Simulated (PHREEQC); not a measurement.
Consider water at 20 °C with 17 mmol/kgw H3PO4. Closed to the air; pH follows from the charge balance.

All values are PHREEQC results (ion-association model, wateq4f.dat), not measurements.

```csv
quantity,before,after
pH,2.10,2.38
ionic strength (mol/kgw),0.00854,0.0112
H2PO4- (mol/kgw),0.00854,0.0112
H3PO4 (mol/kgw),0.00846,0.00577
HPO4-2 (mol/kgw),8.70e-8,2.26e-7
```

Which change was made?
A) 0.026 mol/kgw H2SO4 added
B) 0.0067 mol/kgw NaOH added
C) temperature from 20 to 40 °C
D) H3PO4 from 0.017 to 0.0017 mol/kgw
E) diluted 10-fold with water

B, 0.0067 mol/kgw NaOH added

This is a speciation only: nothing precipitates in the calculation. H3PO4, which wateq4f.dat lacks, is added to it with the constant of phreeqc.dat.
